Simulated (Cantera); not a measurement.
A closed system holds: 1 mol SiF4, 2.3 mol HCl, 710 mol H2, 0.01 mol C2H2, held at 2375 °C and 330 Pa.

Method: chemical equilibrium by Gibbs-energy minimisation in Cantera with the NASA 1993 tables (ideal gas, pure condensed phases). Candidate condensed phases: C, C6H6, C7H8, C8H18, Si, SiC; 143 gas species. The numbers say what is thermodynamically allowed, not how fast it happens.

Base state: H 0.543, H2 0.450, HF 0.00405, HCl 0.00127, Cl 0.00107, Si 0.00100, F 1.47e-5 (mole fractions); condensed: gas only.

What changes in the equilibrium state with this change: SiF4 replaced by (CH3)2SiCl2?


```
species            before     after
----------------  -------  --------
H                   0.543     0.543
H2                  0.450     0.450
HCl               0.00127   0.00237
HF                0.00405         0
Cl                0.00107   0.00199
Si                0.00100  0.000971
F                 1.47e-5         0
C3                1.77e-8   3.50e-5
C2H2 (acetylene)  4.96e-6  0.000780
C2H               5.77e-7   9.08e-5
C2                7.07e-8   1.11e-5
```
The feed counts by its element totals alone.
